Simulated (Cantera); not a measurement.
A closed system holds: 1 mol CH3F, 0.59 mol F2, equilibrated at 1798 K and 0.260 bar.

These are equilibrium values from Cantera (NASA tables, ideal gas, pure condensed phases), not measurements of a reactor. Candidate condensed phases: C, C6H6, C7H8, C8H18; 95 gas species. Kinetics and transport are ignored.

Base state: HF 0.842, H2 0.158, H 0.000275, C2H2 (acetylene) 2.73e-5 (mole fractions); condensed: C(graphite).

### Question
What changes in the equilibrium state with this change: temperature from 1798 K to 3000 K?

### Answer
```tsv
species	before	after
HF	0.842	0.791
H2	0.158	0.0975
H	0.000275	0.0967
C3	<1e-9	0.00120
C2H	<1e-9	0.00103
CF	<1e-9	0.000562
C	<1e-9	0.000195
C(graphite), mol	1.000	0.946
```
